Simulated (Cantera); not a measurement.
An isothermal, constant-pressure homogeneous reactor starts with CH₄ : H₂O = 1 : 1.3 (molar parts), at 1625 K and 16.8 atm. Integrator tolerance rtol = 1e-08.

Computed with Cantera and GRI-Mech 3.0 (53 species, 325 reactions). The pressure lies above the range GRI-Mech 3.0 was tuned for (to about 10 atm).

What does this change do: pressure from 16.8 atm to 0.553 atm?


```
quantity                                            before                                    after
-----------------  ---------------------------------------  ---------------------------------------
x(CH₄) at 2.00 s   0.0909 (gas-phase equilibrium 0.000385)   0.0266 (gas-phase equilibrium 4.21e-7)
x(H₂O) at 2.00 s      0.169 (gas-phase equilibrium 0.0636)     0.206 (gas-phase equilibrium 0.0632)
x(H₂) at 2.00 s        0.559 (gas-phase equilibrium 0.704)      0.578 (gas-phase equilibrium 0.704)
x(C₂H₄) at 2.00 s  0.00230 (gas-phase equilibrium 2.62e-8)   0.00159 (gas-phase equilibrium <1e-12)
x(H₂O₂) at 2.00 s    <1e-12 (gas-phase equilibrium <1e-12)    <1e-12 (gas-phase equilibrium <1e-12)
x(H) at 2.00 s     1.29e-5 (gas-phase equilibrium 1.45e-5)  7.24e-5 (gas-phase equilibrium 7.97e-5)
```

What does this change do: temperature 1625 to 1200 K?


| quantity | before | after |
|---|---|---|
| x(CH₄) at 2.00 s | 0.0909 (gas-phase equilibrium 0.000385) | 0.433 (gas-phase equilibrium 0.0514) |
| x(H₂O) at 2.00 s | 0.169 (gas-phase equilibrium 0.0636) | 0.565 (gas-phase equilibrium 0.106) |
| x(H₂) at 2.00 s | 0.559 (gas-phase equilibrium 0.704) | 0.00169 (gas-phase equilibrium 0.637) |
| x(C₂H₄) at 2.00 s | 0.00230 (gas-phase equilibrium 2.62e-8) | 0.000659 (gas-phase equilibrium 1.95e-6) |
| x(H₂O₂) at 2.00 s | <1e-12 (gas-phase equilibrium <1e-12) | <1e-12 (gas-phase equilibrium <1e-12) |
| x(H) at 2.00 s | 1.29e-5 (gas-phase equilibrium 1.45e-5) | 1.59e-10 (gas-phase equilibrium 3.85e-8) |
